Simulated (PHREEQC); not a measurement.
0.11 g of hydrous ferric oxide (600 m²/g; 0.2 weak and 0.005 strong sites per Fe, Dzombak-Morel constants, diffuse double layer) in 1 kg of water with 0.05 mol/kgw of an inert sodium salt and 0.01 mmol/kgw MgCl2, at 25 °C; the pH is set by adding NaOH or the inert anion's acid. Oxygen alone is held at its pressure in air (log pO2 = -0.68). The system is closed to CO2. Precipitation was switched off in this run.

Computed with PHREEQC (ion-association model, wateq4f.dat).

Task: Predict Mg sorbed (%), surface charge σ (C/m²), surface potential ψ (mV) at pH = 7, 8, 9, 9.5.

Result: 
```json
[
 {"pH": "7", "Mg sorbed (%)": "0.3", "surface charge σ (C/m²)": "0.034", "surface potential ψ (mV)": "56"},
 {"pH": "8", "Mg sorbed (%)": "15.3", "surface charge σ (C/m²)": "0.003", "surface potential ψ (mV)": "6"},
 {"pH": "9", "Mg sorbed (%)": "91.6", "surface charge σ (C/m²)": "-0.023", "surface potential ψ (mV)": "-41"},
 {"pH": "9.5", "Mg sorbed (%)": "98.8", "surface charge σ (C/m²)": "-0.043", "surface potential ψ (mV)": "-65"}
]
```
